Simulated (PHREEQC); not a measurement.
Solution (25 °C): 0.017 mol H2SiF6 and 0.0053 mol H2SO4 per kg of water. Closed to the air; pH follows from the charge balance.

Computed with PHREEQC (ion-association model, phreeqc.dat).

Precipitation was switched off in this run.

**Question.** Order these F species by the share of F that they hold, largest first: F-, SiF6-2, HF.

**Answer.** SiF6-2 (94 %), HF (6.0 %), F- (0.15 %)

The pH is 1.48 and the ionic strength 0.0571 mol/kgw. Saturation is exceeded, for instance for Quartz (slow to form), Chalcedony (slow to form); the values hold only as long as no solid forms. SiF6-2 is the database's only silicon fluoride.
